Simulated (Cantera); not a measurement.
An adiabatic, constant-volume homogeneous reactor starts with H2 : O2 : N2 = 1 : 0.333 : 1.25 (molar parts), equivalence ratio 1.5, at 1525 K and 1.00 bar. Integrator tolerance rtol = 1e-08.

Computed with Cantera and GRI-Mech 3.0 (53 species, 325 reactions). Above 3000 K some thermodynamic fits are extrapolated.

What does this change do: pressure from 1.00 bar to 10.0 bar?


```csv
quantity,before,after
time of steepest temperature rise,12.3 µs,1.33 µs
temperature at 0.500 s,3007 K,3250 K
equilibrium temperature,3007 K,3250 K
x(H2) at 0.500 s,0.147 (gas-phase equilibrium 0.147),0.149 (gas-phase equilibrium 0.149)
x(O2) at 0.500 s,0.00318 (gas-phase equilibrium 0.00318),0.00150 (gas-phase equilibrium 0.00150)
x(O) at 0.500 s,0.00490 (gas-phase equilibrium 0.00490),0.00223 (gas-phase equilibrium 0.00223)
x(NO) at 0.500 s,0.00486 (gas-phase equilibrium 0.00486),0.00443 (gas-phase equilibrium 0.00443)
x(NO2) at 0.500 s,4.61e-7 (gas-phase equilibrium 4.61e-7),8.05e-7 (gas-phase equilibrium 8.05e-7)
x(OH) at 0.500 s,0.0254 (gas-phase equilibrium 0.0254),0.0195 (gas-phase equilibrium 0.0195)
x(HO2) at 0.500 s,3.33e-6 (gas-phase equilibrium 3.33e-6),5.32e-6 (gas-phase equilibrium 5.32e-6)
```
The hydrogen kinetics of GRI-Mech 3.0 are dated; newer H2 mechanisms differ, most at raised pressure.

What does this change do: pressure from 1.00 bar to 2.60 bar?


```json
[
 {"quantity": "time of steepest temperature rise", "before": "12.3 µs", "after": "4.77 µs"},
 {"quantity": "temperature at 0.500 s", "before": "3007 K", "after": "3110 K"},
 {"quantity": "equilibrium temperature", "before": "3007 K", "after": "3110 K"},
 {"quantity": "x(H2) at 0.500 s", "before": "0.147 (gas-phase equilibrium 0.147)", "after": "0.148 (gas-phase equilibrium 0.148)"},
 {"quantity": "x(O2) at 0.500 s", "before": "0.00318 (gas-phase equilibrium 0.00318)", "after": "0.00242 (gas-phase equilibrium 0.00242)"},
 {"quantity": "x(O) at 0.500 s", "before": "0.00490 (gas-phase equilibrium 0.00490)", "after": "0.00368 (gas-phase equilibrium 0.00368)"},
 {"quantity": "x(NO) at 0.500 s", "before": "0.00486 (gas-phase equilibrium 0.00486)", "after": "0.00480 (gas-phase equilibrium 0.00480)"},
 {"quantity": "x(NO2) at 0.500 s", "before": "4.61e-7 (gas-phase equilibrium 4.61e-7)", "after": "6.06e-7 (gas-phase equilibrium 6.06e-7)"},
 {"quantity": "x(OH) at 0.500 s", "before": "0.0254 (gas-phase equilibrium 0.0254)", "after": "0.0233 (gas-phase equilibrium 0.0233)"},
 {"quantity": "x(HO2) at 0.500 s", "before": "3.33e-6 (gas-phase equilibrium 3.33e-6)", "after": "4.21e-6 (gas-phase equilibrium 4.21e-6)"}
]
```
The hydrogen kinetics of GRI-Mech 3.0 are dated; newer H2 mechanisms differ, most at raised pressure.

What does this change do: pressure from 1.00 bar to 5.00 bar?


```
quantity                                                            before                                    after
---------------------------------  ---------------------------------------  ---------------------------------------
time of steepest temperature rise                                  12.3 µs                                  2.52 µs
temperature at 0.500 s                                              3007 K                                   3179 K
equilibrium temperature                                             3007 K                                   3179 K
x(H2) at 0.500 s                       0.147 (gas-phase equilibrium 0.147)      0.149 (gas-phase equilibrium 0.149)
x(O2) at 0.500 s                   0.00318 (gas-phase equilibrium 0.00318)  0.00195 (gas-phase equilibrium 0.00195)
x(O) at 0.500 s                    0.00490 (gas-phase equilibrium 0.00490)  0.00293 (gas-phase equilibrium 0.00293)
x(NO) at 0.500 s                   0.00486 (gas-phase equilibrium 0.00486)  0.00466 (gas-phase equilibrium 0.00466)
x(NO2) at 0.500 s                  4.61e-7 (gas-phase equilibrium 4.61e-7)  7.07e-7 (gas-phase equilibrium 7.07e-7)
x(OH) at 0.500 s                     0.0254 (gas-phase equilibrium 0.0254)    0.0216 (gas-phase equilibrium 0.0216)
x(HO2) at 0.500 s                  3.33e-6 (gas-phase equilibrium 3.33e-6)  4.79e-6 (gas-phase equilibrium 4.79e-6)
```
The hydrogen kinetics of GRI-Mech 3.0 are dated; newer H2 mechanisms differ, most at raised pressure.
